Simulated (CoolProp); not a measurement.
500 sccm (0 °C, 1 atm) of nitrogen bubbles through liquid R365MFC at 281.2 K and leaves saturated at a total pressure of 0.15 MPa (ideal gas phase). Each further row changes one setting.

Computed with CoolProp (reference Helmholtz-energy equation of state, Lemmon 2016).

```json
[
 {"case": "as stated", "vapour pressure (kPa)": "27.2", "mole fraction of vapour": "0.181", "delivery (mg/min)": "732", "delivery (sccm)": "111", "change of delivery for a bath 1 K warmer (%)": "5.9"},
 {"case": "bath temperature 286.2 K", "vapour pressure (kPa)": "34.2", "mole fraction of vapour": "0.228", "delivery (mg/min)": "974", "delivery (sccm)": "147", "change of delivery for a bath 1 K warmer (%)": "6.0"},
 {"case": "total pressure 0.3 MPa", "vapour pressure (kPa)": "27.2", "mole fraction of vapour": "0.0907", "delivery (mg/min)": "329", "delivery (sccm)": "49.9", "change of delivery for a bath 1 K warmer (%)": "5.2"}
]
```
